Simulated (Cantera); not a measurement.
# Pyrogenic steam for wet oxidation

An isothermal, constant-pressure homogeneous reactor starts with H₂ : O₂ : N₂ = 1.4 : 1 : 11 (molar parts), equivalence ratio 0.70, at 1075 K and 0.140 bar.

Cantera simulation using the H2/O2 subset of GRI-Mech 3.0, which has no nitrogen chemistry; the numbers are that mechanism's predictions, not measurements. The temperature is held fixed by assumption; the heat of reaction is taken as removed at once.

```json
[
 {"t (s)": "0.000600", "x H₂": "0.104", "x O₂": "0.0746", "x HO₂": "7.73e-8", "x H": "1.20e-6", "x OH": "7.51e-8", "x O": "1.80e-7"},
 {"t (s)": "0.00141", "x H₂": "0.0532", "x O₂": "0.0536", "x HO₂": "5.76e-6", "x H": "0.0271", "x OH": "0.00143", "x O": "0.00380"},
 {"t (s)": "0.00329", "x H₂": "0.00549", "x O₂": "0.0273", "x HO₂": "4.17e-6", "x H": "0.00986", "x OH": "0.000986", "x O": "0.00203"},
 {"t (s)": "0.00771", "x H₂": "0.00123", "x O₂": "0.0241", "x HO₂": "3.44e-6", "x H": "0.000793", "x OH": "0.000391", "x O": "0.000360"},
 {"t (s)": "0.0181", "x H₂": "0.000195", "x O₂": "0.0237", "x HO₂": "2.05e-6", "x H": "3.71e-5", "x OH": "0.000129", "x O": "4.77e-5"},
 {"t (s)": "0.0423", "x H₂": "3.06e-5", "x O₂": "0.0236", "x HO₂": "6.58e-7", "x H": "2.22e-6", "x OH": "5.01e-5", "x O": "7.16e-6"},
 {"t (s)": "0.0992", "x H₂": "5.27e-6", "x O₂": "0.0236", "x HO₂": "1.55e-7", "x H": "1.87e-7", "x OH": "2.26e-5", "x O": "1.39e-6"},
 {"t (s)": "0.232", "x H₂": "1.09e-6", "x O₂": "0.0236", "x HO₂": "3.95e-8", "x H": "2.25e-8", "x OH": "1.15e-5", "x O": "3.52e-7"},
 {"t (s)": "0.544", "x H₂": "2.88e-7", "x O₂": "0.0236", "x HO₂": "1.20e-8", "x H": "3.71e-9", "x OH": "6.39e-6", "x O": "1.09e-7"},
 {"t (s)": "1.28", "x H₂": "9.35e-8", "x O₂": "0.0236", "x HO₂": "4.23e-9", "x H": "7.67e-10", "x OH": "3.80e-6", "x O": "3.87e-8"},
 {"t (s)": "2.99", "x H₂": "3.43e-8", "x O₂": "0.0236", "x HO₂": "1.66e-9", "x H": "1.82e-10", "x OH": "2.36e-6", "x O": "1.49e-8"},
 {"t (s)": "7.00", "x H₂": "1.35e-8", "x O₂": "0.0236", "x HO₂": "7.34e-10", "x H": "4.68e-11", "x OH": "1.50e-6", "x O": "6.06e-9"},
 {"t (s)": "16.4", "x H₂": "5.67e-9", "x O₂": "0.0236", "x HO₂": "4.12e-10", "x H": "1.29e-11", "x OH": "9.76e-7", "x O": "2.57e-9"},
 {"t (s)": "38.4", "x H₂": "2.63e-9", "x O₂": "0.0236", "x HO₂": "3.31e-10", "x H": "4.09e-12", "x OH": "6.59e-7", "x O": "1.17e-9"},
 {"t (s)": "90.0", "x H₂": "1.58e-9", "x O₂": "0.0236", "x HO₂": "3.42e-10", "x H": "1.87e-12", "x OH": "4.95e-7", "x O": "6.61e-10"}
]
```
x: mole fraction; the columns are a selection and need not sum to one.

Equilibrium at this temperature and pressure: H₂ 1.35e-9, O₂ 0.0236, HO₂ 3.55e-10, H 1.45e-12, OH 4.48e-7, O 5.42e-10 (gas phase only).
